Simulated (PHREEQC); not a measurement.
Consider water at 20 °C with 0.16 mol KNO3 per kg of water. Closed to the air; pH follows from the charge balance.

Model: ion-association model, wateq4f.dat, run in PHREEQC.

ionic strength: 0.160 mol/kgw

```tsv
species	molality	activity	log γ
K+	0.160	0.117	-0.136
NO3-	0.160	0.115	-0.145
OH-	1.07e-7	7.80e-8	-0.139
H+	1.07e-7	8.66e-8	-0.093
```

This is a speciation only: nothing precipitates in the calculation.
